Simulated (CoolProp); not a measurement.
Vapour-liquid equilibrium of hydrogen sulfide (1) + propane (2) at 281.7 K; x and y are mole fractions of (1).

Model: multi-fluid Helmholtz-energy mixture model, Lemmon 2006 and Lemmon 2009; pair parameters Kunz 2012, in CoolProp.

```
x     bubble pressure, mixture model (bar)  bubble pressure, Raoult's law (bar)  y, mixture model  y, Raoult's law
----  ------------------------------------  -----------------------------------  ----------------  ---------------
0.05                                 7.253                                6.461             0.176            0.102
0.2                                  9.873                                7.520             0.448            0.350
0.35                                 11.59                                8.578             0.580            0.537
0.5                                  12.70                                9.636             0.667            0.683
0.65                                 13.38                                10.69             0.738            0.800
0.8                                  13.72                                11.75             0.814            0.896
0.95                                 13.50                                12.81             0.933            0.976
```

The largest gap from Raoult's law is +35.1 % in bubble pressure, at x = 0.35. y crosses x between x = 0.8 and 0.95: the model has an azeotrope there.

The pair parameters rest on a limited set of measurements; away from them the model extrapolates.
